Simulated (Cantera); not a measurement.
Feed: 1 mol SiH4, 4.2 mol H2O, at 1100 K and 100 Pa.

Equilibrium computed with Cantera from the NASA thermochemical tables; the gas is ideal and each condensed phase is pure. Candidate condensed phases: H2O, Si, SiO2; 18 gas species. Kinetics and transport are ignored.

Problem. What is the equilibrium state?

Solution. 
| Property | Value |
|---|---|
| x(H2) | 0.645 |
| x(H2O) | 0.355 |
| n(SiO2(β-quartz)) | 1.00 mol |
| gas amount | 6.200 mol |
| log10 activity of Si(s) (absent) | -15.56 |
